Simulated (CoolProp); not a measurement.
A single-stage vapour-compression cycle with the fluid: evaporating at 266.15 K (dew point), condensing at 311.15 K (bubble point), superheat 10 K, subcooling 8 K, compressor efficiency 0.9, no pressure losses. The same conditions are run with several fluids, on thermodynamics alone (safety and materials aside).

Computed with CoolProp (reference Helmholtz-energy equation of state of each fluid (isobutane: Bücker 2006; propylene: Lemmon 2013; R125: Lemmon 2005; carbonyl sulfide: Lemmon 2006; trans-2-butene: Lemmon 2005; ammonia: Gao 2020)).

```tsv
fluid	cooling COP	pressure ratio	discharge temperature (K)	refrigerating effect (kJ/kg)	volumetric capacity (kJ/m³)
isobutane	…	4.14	320.4	290	930
propylene	4.46	…	334.7	…	2950
R125	4.14	3.58	324.1	98.5	3110
carbonyl sulfide	4.49	3.32	…	235	3510
trans-2-butene	4.77	…	…	343	642
ammonia	4.48	4.48	…	1140	2910
```

Some entries are withheld; supply them.


- isobutane, cooling COP: 4.67
- propylene, pressure ratio: 3.34
- propylene, refrigerating effect (kJ/kg): 310
- carbonyl sulfide, discharge temperature (K): 362.4
- trans-2-butene, pressure ratio: 4.66
- trans-2-butene, discharge temperature (K): 327.5
- ammonia, discharge temperature (K): 398.4
